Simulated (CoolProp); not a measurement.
Properties of nitrogen at several states.

The numbers come from the reference Helmholtz-energy equation of state, Span 2000 in CoolProp.

```csv
T (K),p (MPa),phase,cp (kJ/(kg K)),Joule-Thomson coefficient (K/MPa),conductivity (mW/(m K)),Prandtl number
187.9,3.49,supercritical,1.263,4.675,20.2,0.835
645.4,0.0869,gas,1.085,-0.1021,47.4,0.712
452.6,1.09,gas,1.056,0.6155,36.4,0.707
77.4,0.0309,gas,1.062,26.38,7.08,0.808
215.4,6.03,supercritical,1.299,3.201,24.3,0.834
```

Viscosity comes from a separate model (Lemmon 2004). Thermal conductivity comes from a separate model (Lemmon 2004).
